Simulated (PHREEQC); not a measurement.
Silver or lead bath

Dissolve 110 mmol/kgw AgF, 14 mmol/kgw HNO3 and 150 mmol/kgw Cu(NO3)2 at 45 °C. Closed to the air; pH follows from the charge balance.

The numbers come from PHREEQC with the ion-association model, wateq4f.dat.

This is a speciation only: nothing precipitates in the calculation.

Problem. Estimate the pH, activity of water.

Solution. pH 3.82; activity of water 0.989.

Problem. In which forms is Ag present?

Solution. Ag+ 91 %, AgNO3 5.6 %, AgF 3.6 % of the Ag.

The solution is supersaturated, for example in CuF2:2H2O, so a real one may precipitate; this is no full list. Complexes and solids missing from the database can't appear. At this temperature some constants are extrapolated from 25 °C, and those without enthalpy data are left unchanged.
